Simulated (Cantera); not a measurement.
Charge: 1 mol BN, 2.6 mol F2, 5.7 mol HF, equilibrated at 1850 °C and 0.100 bar.

Equilibrium computed with Cantera from the NASA thermochemical tables; the gas is ideal and each condensed phase is pure. Candidate condensed phases: B, BN; 31 gas species. Equilibrium is a limit: real reactors are often held back by kinetics, nucleation or transport.

Base state: HF 0.606, F 0.234, BF3 0.106, N2 0.0532, F2 1.42e-5 (mole fractions); condensed: gas only.

### Question
What changes in the equilibrium state with this change: temperature from 1850 °C to 527 °C?

### Answer
```csv
species,before,after
HF,0.606,0.695
BF3,0.106,0.122
F2,1.42e-5,0.106
F,0.234,0.00855
NF3,<1e-9,0.0160
N2,0.0532,0.0529
```

### Question
What changes in the equilibrium state with this change: F2 from 2.6 to 7 mol?

### Answer
| species | before | after |
|---|---|---|
| F | 0.234 | 0.604 |
| HF | 0.606 | 0.313 |
| BF3 | 0.106 | 0.0550 |
| N2 | 0.0532 | 0.0275 |
| F2 | 1.42e-5 | 9.44e-5 |
